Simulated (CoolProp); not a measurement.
Vapour-liquid equilibrium of C3F8 (R218) (1) + c-C4F8 (RC318) (2) at -11.95 °C; x and y are mole fractions of (1).

Computed with CoolProp (multi-fluid Helmholtz-energy mixture model, Lemmon 2006 and Platzer 1990; pair parameters Bell 2016). This equation is an older, rougher fit; its heat capacities, sound speeds and derivatives of the liquid may be far off and weren't checked against measurements.

**Question.** Give the bubble pressure and the first vapour's composition at x = 0.425, 0.5, 0.575. Is there an azeotrope?

**Answer.** x = 0.425: 0.1333 MPa, y = 0.695; x = 0.5: 0.1498 MPa, y = 0.772; x = 0.575: 0.1675 MPa, y = 0.833. No azeotrope shows between x = 0.05 and 0.95.

The pair parameters rest on a limited set of measurements; away from them the model extrapolates.
